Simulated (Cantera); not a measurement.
A Cantera script and its output.

```python
import numpy as np
import cantera as ct

gas = ct.Solution("h2o2.yaml")
gas.TPX = 650, 390000, {'H2': 1, 'O2': 0.39, 'N2': 1.17}
flame = ct.FreeFlame(gas, width=0.015)
flame.set_refine_criteria(ratio=3, slope=0.08, curve=0.16)
flame.transport_model = "mixture-averaged"
flame.solve(loglevel=0, auto=True)
z, T = flame.grid, flame.T
thick = (T[-1] - T[0]) / np.gradient(T, z).max()
show = ['H2', 'O2', 'H2O2', 'H2O', 'H', 'HO2']
print(f"laminar burning velocity  {flame.velocity[0] * 100:.3f} cm/s")
print(f"burnt temperature         {T[-1]:.1f} K")
print(f"thermal thickness         {thick * 1e3:.4f} mm")
print(f"grid points               {len(z)}")
z0 = z[flame.heat_release_rate.argmax()]
print(f"{'z/mm':>9s}{'T/K':>9s}{'u/(m/s)':>9s}" + "".join(f"{s:>11s}" for s in show))
rows = []
for k in (-3, -2, -1.5, -1, -0.5, -0.25, 0, 0.25, 0.5, 1, 2, 4, 8):
    zz = z0 + k * thick
    rows.append([k * thick, np.interp(zz, z, T), np.interp(zz, z, flame.velocity),
                 *(np.interp(zz, z, flame.X[gas.species_index(s)]) for s in show)])
    print(f"{rows[-1][0] * 1e3:9.3f}{rows[-1][1]:9.1f}{rows[-1][2]:9.3f}" + "".join(f"{x:11.3e}" for x in rows[-1][3:]))
```

Result:

```
laminar burning velocity  1228.247 cm/s
burnt temperature         2742.1 K
thermal thickness         0.0779 mm
grid points               129
     z/mm      T/K  u/(m/s)         H2         O2       H2O2        H2O          H        HO2
   -0.234    650.0   12.282  3.906e-01  1.523e-01  3.768e-15  2.366e-12  6.807e-16  2.452e-12
   -0.156    650.0   12.282  3.906e-01  1.523e-01  2.388e-13  1.318e-10  1.093e-13  1.552e-10
   -0.117    650.0   12.282  3.906e-01  1.523e-01  1.249e-11  4.823e-09  3.799e-11  7.735e-09
   -0.078    650.1   12.282  3.905e-01  1.524e-01  1.337e-09  3.268e-07  2.057e-08  6.490e-07
   -0.039    672.1   12.612  3.853e-01  1.528e-01  5.021e-06  7.610e-04  1.554e-04  4.434e-04
   -0.019    935.9   17.022  3.448e-01  1.468e-01  3.953e-05  2.413e-02  7.047e-03  6.045e-04
    0.000   1438.9   25.219  2.327e-01  1.017e-01  1.200e-05  1.227e-01  4.102e-02  2.749e-04
    0.019   1790.0   30.915  1.365e-01  4.142e-02  3.681e-06  2.314e-01  6.838e-02  1.034e-04
    0.039   1962.2   33.605  1.081e-01  1.948e-02  2.283e-06  2.706e-01  6.965e-02  4.481e-05
    0.078   2139.8   36.240  1.024e-01  1.108e-02  1.359e-06  2.891e-01  5.815e-02  2.244e-05
    0.156   2315.5   38.720  1.030e-01  7.762e-03  8.789e-07  3.024e-01  4.346e-02  1.343e-05
    0.311   2477.1   40.911  1.025e-01  5.001e-03  6.262e-07  3.165e-01  3.050e-02  7.607e-06
    0.623   2604.7   42.582  1.012e-01  2.905e-03  4.623e-07  3.292e-01  2.076e-02  4.065e-06
```

Computed with Cantera and the H2/O2 subset of GRI-Mech 3.0, which has no nitrogen chemistry. The hydrogen kinetics of GRI-Mech 3.0 are dated; newer H2 mechanisms differ, most at raised pressure. Burning velocities carry a grid error of a few per cent, more on coarse grids.
